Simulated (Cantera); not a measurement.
An isothermal, constant-pressure homogeneous reactor starts with 1.86 % CH4, 97.9 % H2, 0.264 % H, at 1925 K and 100.0 Torr.

Computed with Cantera and GRI-Mech 3.0 (53 species, 325 reactions). GRI-Mech 3.0 stops at C3 and has no aromatics, soot or wall deposition, so with more carbon than oxygen in the feed, carbon stays in small species such as C2H2 where larger ones or solid carbon would form.

One state of this run: x CH4 = 0.00363; x H2 = 0.986; x H = 0.00257; x C2H2 = 0.00724; x C2H6 = 1.10e-7; x CH2 = 5.83e-7. x: mole fraction; the columns are a selection and need not sum to one.

### Question
Which value of t (s) does it belong to?
(A) 0.0736
(B) 0.000300
(C) 0.00815
(D) 0.00271

### Answer
A, 0.0736
